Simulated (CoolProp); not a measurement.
The numbers come from the reference Helmholtz-energy equation of state, Eisenbach 2021 in CoolProp.

Task: For propylene glycol, give the phase and the Z, cp (kJ/(kg K)), cv (kJ/(kg K)), speed of sound (m/s) at 204.85 °C and 17.1 MPa.

Result: 
- 204.85 °C and 17.1 MPa: liquid; Z 0.366, cp 3.41, cv 2.88, speed of sound 1080
